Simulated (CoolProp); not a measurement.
Vapour-liquid equilibrium of diethyl ether (1) + ethanol (2) at 0.268 MPa; x and y are mole fractions of (1).

Computed with CoolProp (multi-fluid Helmholtz-energy mixture model, Thol 2014 and Schroeder 2014; pair parameters Bell 2016).

```csv
x,"bubble temperature, mixture model (K)","bubble temperature, Raoult's law (K)","y, mixture model","y, Raoult's law"
0.05,372.7,375.8,0.207,0.130
0.2,359.6,368.3,0.561,0.436
0.35,351.9,361.2,0.713,0.644
0.5,347.3,354.9,0.792,0.785
0.65,344.1,349.2,0.849,0.880
0.8,341.5,344.1,0.904,0.944
0.95,339.0,339.6,0.972,0.988
```

The largest gap from Raoult's law is -9.3 K in bubble temperature, at x = 0.35. No azeotrope shows between x = 0.05 and 0.95.

Pair parameters are fitted to limited data, so mixtures are less certain than the pure fluids.
